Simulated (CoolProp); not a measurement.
A Linde-Hampson liquefier for methane: isothermal reversible compression at 300 K from 1 atm to 25 MPa, throttling to 1 atm, return gas leaving the recuperator 0 K below the feed. Each further row changes one setting.

Model: reference Helmholtz-energy equation of state, Setzmann 1991, in CoolProp.

```json
[
 {"case": "as stated", "liquid yield per pass": "0.220", "compression work (kJ/kg of gas)": "808"},
 {"case": "high pressure 50 MPa", "liquid yield per pass": "0.250", "compression work (kJ/kg of gas)": "916"},
 {"case": "warm-end temperature 330 K", "liquid yield per pass": "0.169", "compression work (kJ/kg of gas)": "907"},
 {"case": "warm-end gap 5 K", "liquid yield per pass": "0.210", "compression work (kJ/kg of gas)": "808"}
]
```
